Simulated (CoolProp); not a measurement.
Values from CoolProp's reference Helmholtz-energy equation of state, Gao 2022.

Problem. For n-perfluorohexane, give the phase and the Joule-Thomson coefficient (K/MPa), isothermal compressibility (1/MPa) at 225 K and 10.1 MPa; 289.4 K and 0.029 MPa; 240.1 K and 0.0383 MPa.

Solution. 
- 225 K and 10.1 MPa: liquid; Joule-Thomson coefficient -0.389, isothermal compressibility 0.00119
- 289.4 K and 0.029 MPa: liquid; Joule-Thomson coefficient -0.292, isothermal compressibility 0.00249
- 240.1 K and 0.0383 MPa: liquid; Joule-Thomson coefficient -0.364, isothermal compressibility 0.00152
